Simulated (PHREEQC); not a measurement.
Dissolve 0.006 mol NH4HF2, 0.00011 mol H2SiF6, 0.0045 mol H3BO3 and 0.052 mol HCl per kg of water at 25 °C. Closed to the air; pH follows from the charge balance.

The numbers come from PHREEQC with the ion-association model, wateq4f.dat.

No solid was allowed to form.

Task: Estimate the pH.

Result: pH 1.39.

Task: In which forms is Si present?

Result: SiF6-2 69 %, H4SiO4 31 % of the Si.

SiF6-2 is the database's only silicon fluoride. Real BF4- forms and hydrolyses slowly; the run takes it at equilibrium.
